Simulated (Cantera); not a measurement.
Input (Python, Cantera):

```python
import numpy as np
import cantera as ct

gas = ct.Solution("gri30.yaml")
gas.TPX = 1875, 2300, {'C2H4': 1, 'H2': 1.9}
reactor = ct.IdealGasConstPressureReactor(gas, energy="off", clone=False)
net = ct.ReactorNet([reactor])
net.rtol, net.atol = 1e-08, 1e-18
show = ['C2H4', 'H2', 'C2H2', 'CH2', 'CH3', 'CH4', 'H']
times = np.geomspace(6e-06, 60, 10)

steps = ct.SolutionArray(gas, extra=["t"])
rows = []
print(f"{'t/s':>10s}{'T/K':>9s}{'P/Pa':>11s}" + "".join(f"{s:>11s}" for s in show))
for t in times:
    while net.time < t:
        t_next = net.step()
        steps.append(gas.state, t=t_next)
    rows.append([np.interp(t, steps.t, y) for y in (steps.T, steps.P, *steps(*show).X.T)])
    print(f"{t:10.3e}{rows[-1][0]:9.1f}{rows[-1][1]:11.4g}" + "".join(f"{x:11.3e}" for x in rows[-1][2:]))
rate = np.gradient(steps.T, steps.t)
print("integrator steps:", len(steps.t))
if steps.T.max() > steps.T[0] + 200:
    print(f"time of steepest temperature rise: {steps.t[rate.argmax()]:.4e} s")
gas.TPX = 1875, 2300, {'C2H4': 1, 'H2': 1.9}
gas.equilibrate("TP")
print(f"equilibrium (TP): T = {gas.T:.1f} K  " + "  ".join(f"{s} {gas[s].X[0]:.3e}" for s in show))
```

It prints:

```
       t/s      T/K       P/Pa       C2H4         H2       C2H2        CH2        CH3        CH4          H
 6.000e-06   1875.0       2300  3.443e-01  6.553e-01  3.580e-04  1.079e-10  1.222e-10  3.423e-11  8.243e-07
 3.597e-05   1875.0       2300  3.419e-01  6.559e-01  2.151e-03  2.706e-09  5.234e-09  3.163e-09  4.492e-06
 2.156e-04   1875.0       2300  3.272e-01  6.597e-01  1.304e-02  3.672e-08  7.495e-08  3.008e-07  2.655e-05
 1.293e-03   1875.0       2300  2.401e-01  6.819e-01  7.773e-02  1.506e-07  3.156e-07  9.269e-06  1.267e-04
 7.749e-03   1875.0       2300  3.022e-02  7.356e-01  2.339e-01  3.508e-08  4.108e-07  4.999e-05  2.475e-04
 4.646e-02   1875.0       2300  6.979e-05  7.415e-01  2.560e-01  1.401e-08  3.580e-06  5.747e-05  2.306e-03
 2.785e-01   1875.0       2300  6.146e-05  7.402e-01  2.558e-01  5.018e-08  8.159e-06  8.055e-05  3.747e-03
 1.670e+00   1875.0       2300  6.146e-05  7.402e-01  2.558e-01  1.179e-07  1.948e-05  1.924e-04  3.746e-03
 1.001e+01   1875.0       2300  6.147e-05  7.401e-01  2.558e-01  1.529e-07  2.536e-05  2.505e-04  3.745e-03
 6.000e+01   1875.0       2300  6.147e-05  7.401e-01  2.558e-01  1.529e-07  2.536e-05  2.505e-04  3.745e-03
integrator steps: 1085
equilibrium (TP): T = 1875.0 K  C2H4 6.147e-05  H2 7.401e-01  C2H2 2.558e-01  CH2 1.530e-07  CH3 2.537e-05  CH4 2.506e-04  H 3.745e-03
```

Model: GRI-Mech 3.0 (53 species, 325 reactions), integrated in Cantera. GRI-Mech 3.0 was tuned for natural gas; its chemistry of ethylene as a main component is partial and can be far from experiment. GRI-Mech 3.0 stops at C3 and has no aromatics, soot or wall deposition, so with more carbon than oxygen in the feed, carbon stays in small species such as C2H2 where larger ones or solid carbon would form. Radical loss at walls, strong at low pressure, is not modelled.
